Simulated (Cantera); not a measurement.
# Equilibrium for carbon deposition, reforming and gasification: n-butane + H2

Feed: 1 mol n-butane, 37 mol H2, equilibrated at 3000 Torr.

Method: chemical equilibrium by Gibbs-energy minimisation in Cantera with the NASA 1993 tables (ideal gas, pure condensed phases). Candidate condensed phases: C, C6H6, C7H8, C8H18; 76 gas species. Kinetics and transport are ignored.

From 2123 K to 2473 K the condensed part is C(graphite). The main C-bearing gas is C2H2 (acetylene) throughout. The share of C in condensed phases is highest at 2123 K (95.1 %) and lowest at 2473 K (79.0 %).

```json
[
 {"T (K)": "2123", "log p H2": "0.60", "log p H": "-2.15", "log p C2H2 (acetylene)": "-2.18", "log p CH4": "-2.31", "log p CH3": "-3.76", "log p C4H2": "-5.35", "n C(graphite)": "3.81"},
 {"T (K)": "2173", "log p H2": "0.60", "log p H": "-2.02", "log p C2H2 (acetylene)": "-2.06", "log p CH4": "-2.36", "log p CH3": "-3.69", "log p C4H2": "-5.10", "n C(graphite)": "3.76"},
 {"T (K)": "2223", "log p H2": "0.60", "log p H": "-1.89", "log p C2H2 (acetylene)": "-1.94", "log p CH4": "-2.40", "log p CH3": "-3.62", "log p C4H2": "-4.87", "n C(graphite)": "3.71"},
 {"T (K)": "2273", "log p H2": "0.60", "log p H": "-1.78", "log p C2H2 (acetylene)": "-1.83", "log p CH4": "-2.45", "log p CH3": "-3.55", "log p C4H2": "-4.64", "n C(graphite)": "3.64"},
 {"T (K)": "2323", "log p H2": "0.60", "log p H": "-1.66", "log p C2H2 (acetylene)": "-1.72", "log p CH4": "-2.49", "log p CH3": "-3.48", "log p C4H2": "-4.42", "n C(graphite)": "3.56"},
 {"T (K)": "2373", "log p H2": "0.60", "log p H": "-1.56", "log p C2H2 (acetylene)": "-1.62", "log p CH4": "-2.54", "log p CH3": "-3.42", "log p C4H2": "-4.21", "n C(graphite)": "3.45"},
 {"T (K)": "2423", "log p H2": "0.59", "log p H": "-1.45", "log p C2H2 (acetylene)": "-1.52", "log p CH4": "-2.58", "log p CH3": "-3.36", "log p C4H2": "-4.01", "n C(graphite)": "3.32"},
 {"T (K)": "2473", "log p H2": "0.59", "log p H": "-1.36", "log p C2H2 (acetylene)": "-1.42", "log p CH4": "-2.62", "log p CH3": "-3.31", "log p C4H2": "-3.82", "n C(graphite)": "3.16"}
]
```
log p: log10 of the partial pressure in bar; n: condensed amount in mol.
